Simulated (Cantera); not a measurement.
**Stirred combustor or abatement burner**

A perfectly stirred reactor is fed with CH4 : H2 : O2 : N2 : H2O = 1 : 1 : 3.97 : 14.9 : 0.5 (molar parts), equivalence ratio 0.63, at 3680 Torr; it is adiabatic with a 375 K inlet, and is followed from long to short residence time, starting on the burning branch (τ in s: 0.33, 0.16, 0.076, 0.036, 0.017, 0.0083, 0.004, 0.0019, 0.0009, 0.00043, 0.00021, 9.9e-05).

Cantera simulation using GRI-Mech 3.0 (53 species, 325 reactions); the numbers are that mechanism's predictions, not measurements.

```tsv
τ (s)	T (K)	x CH4	x H2	x O2	x HO2	x OH
0.33	1783	1.84e-6	2.04e-5	0.0703	1.08e-6	0.000461
0.16	1783	3.41e-6	2.70e-5	0.0703	1.25e-6	0.000500
0.076	1782	6.13e-6	3.91e-5	0.0703	1.58e-6	0.000567
0.036	1781	1.06e-5	6.01e-5	0.0704	2.20e-6	0.000666
0.017	1779	1.78e-5	9.57e-5	0.0704	3.30e-6	0.000802
0.0083	1776	2.88e-5	0.000152	0.0705	5.08e-6	0.000970
0.0040	1771	4.68e-5	0.000245	0.0706	8.08e-6	0.00118
0.0019	1764	7.74e-5	0.000400	0.0709	1.31e-5	0.00144
0.00090	1752	0.000130	0.000657	0.0715	2.14e-5	0.00172
0.00043	1733	0.000225	0.00108	0.0725	3.48e-5	0.00200
0.00021	1702	0.000410	0.00177	0.0744	5.70e-5	0.00216
9.9e-5	1628	0.00106	0.00350	0.0796	0.000110	0.00177
```
x: mole fraction; the columns are a selection and need not sum to one.
